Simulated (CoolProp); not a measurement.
Vapour-liquid equilibrium of R113 (1) + n-heptane (2) at 128.05 °C; x and y are mole fractions of (1).

Values from CoolProp's multi-fluid Helmholtz-energy mixture model, Marx 1992 and Span 2003; pair parameters Bell 2016.

```csv
x,bubble pressure (MPa),y at the bubble point,dew pressure at overall composition x (MPa),liquid density (mol/L)
0.05,[?],0.161,0.2343,5.880
0.2,0.3561,0.464,0.2680,6.014
0.35,[?],0.636,0.3122,6.151
0.5,[?],0.750,[?],6.293
0.65,0.6161,0.836,0.4576,6.442
0.8,[?],0.909,0.5799,6.602
0.95,0.7758,0.977,0.7434,[?]
```

### Question
What belongs in the gaps?

### Answer

- 0.05, bubble pressure (MPa): 0.2583
- 0.35, bubble pressure (MPa): 0.4483
- 0.5, bubble pressure (MPa): 0.5345
- 0.5, dew pressure at overall composition x (MPa): 0.3725
- 0.8, bubble pressure (MPa): 0.6955
- 0.95, liquid density (mol/L): 6.778

No azeotrope shows between x = 0.05 and 0.95.

The pair parameters rest on a limited set of measurements; away from them the model extrapolates.
